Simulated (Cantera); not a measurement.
What does this Cantera script print?

```python
import numpy as np
import cantera as ct

gas_names = """
    CL CL2 H HCL H2 Si SiCL SiCL2 SiCL3 SiCL4 SiH SiHCL3 SiH2 SiH2CL2 SiH3 SiH3CL SiH4 Si2 Si3
""".split()
cond_names = """
    Si(cr) Si(L)
""".split()


# ... load() reads the species with a 1 bar reference pressure and builds the phases ...
atoms = {
    'Si': {'Si': 1},
    'Cl2': {'CL': 2},
    'H2': {'H': 2},
}
top_T = {}  # K; cautious upper limits of use, not melting points


# ... equilibrate(T, P, feed) seeds the gas with the atoms and calls Mixture.equilibrate('TP', solver="vcs", rtol=1e-11, max_steps=5000) ...
results = []
feed = {'Si': 1, 'Cl2': 2.8, 'H2': 1.4}  # mol
T = 700  # K
P = 101325  # Pa
mix = equilibrate(T, P, feed)
results.append((T, P, feed, dict(zip(mix.species_names, mix.species_moles))))
x = sorted(zip(gas.X, gas.species_names), reverse=True)
print(f"T = {T:g} K  P = {P:g} Pa  gas = {mix.phase_moles(0):.4g} mol")
print("   x: " + "  ".join(f"{s} {v:.3e}" for v, s in x if v > 1e-06))
print("   condensed (mol): " + ("  ".join(f"{mix.phase(i).name} {mix.phase_moles(i):.4g}"
      for i in range(1, mix.n_phases) if mix.phase_moles(i) > 1e-12) or "none"))
```

Result:

```
T = 700 K  P = 101325 Pa  gas = 3.2 mol
   x: HCL 5.000e-01  SiCL4 3.125e-01  H2 1.875e-01  SiHCL3 2.395e-05
   condensed (mol): none
```

Equilibrium computed with Cantera from the NASA thermochemical tables; the gas is ideal and each condensed phase is pure.
